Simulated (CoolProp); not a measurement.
The fluid at 443.02 K and 0.17 MPa flows at 8.7 m/s in a round tube of 100 mm bore and 0.25 µm roughness, fully developed (64/Re and Nu = 3.66 if laminar; Colebrook and Gnielinski if turbulent). The same conditions are run with several fluids, on thermodynamics alone (safety and materials aside).

Model: reference Helmholtz-energy equation of state of each fluid (nitrogen: Span 2000; R125: Lemmon 2005; isobutane: Bücker 2006; R22: Kamei 1995; ethanol: Schroeder 2014), in CoolProp.

| fluid | Reynolds number | Darcy friction factor | pressure drop (Pa/m) | heat-transfer coefficient (W/(m² K)) | mass flow (kg/h) |
|---|---|---|---|---|---|
| nitrogen | 47000 | 0.0212 | 10.4 | 35.4 | 318 |
| R125 | ___ | ___ | ___ | 100 | 1370 |
| isobutane | 216000 | 0.0154 | ___ | 118 | 668 |
| R22 | 173000 | 0.0161 | 24.5 | 63.4 | 988 |
| ethanol | 143000 | 0.0167 | 13.7 | 82.5 | 532 |

**Question.** Complete the blanks.

**Answer.** 
- R125, Reynolds number: 259000
- R125, Darcy friction factor: 0.0149
- R125, pressure drop (Pa/m): 31.4
- isobutane, pressure drop (Pa/m): 15.8

Transport values come from each fluid's own correlations; those of R22 are estimates that may be off by 10 % or more.
